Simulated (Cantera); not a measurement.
Charge: 1 mol CH₂F₂, 0.027 mol F₂, 4.4 mol H₂, at 1075 K and 4.40 Pa.

These are equilibrium values from Cantera (NASA tables, ideal gas, pure condensed phases), not measurements of a reactor. Candidate condensed phases: C, C₆H₆, C₇H₈, C₈H₁₈; 95 gas species. Rates play no part.

Base state: H₂ 0.680, HF 0.320 (mole fractions); condensed: C(graphite).

Problem. What changes in the equilibrium state with this change: CH₂F₂ replaced by CF₄?

Solution. 
```csv
species,before,after
HF,0.320,0.631
H₂,0.680,0.369
"C(graphite), mol",1.000,1.000
```

Problem. What changes in the equilibrium state with this change: F₂ from 0.027 to 0.76 mol?

Solution. 
```json
[
 {"species": "H₂", "before": "0.680", "after": "0.508"},
 {"species": "HF", "before": "0.320", "after": "0.492"},
 {"species": "C(graphite), mol", "before": "1.000", "after": "1.000"}
]
```
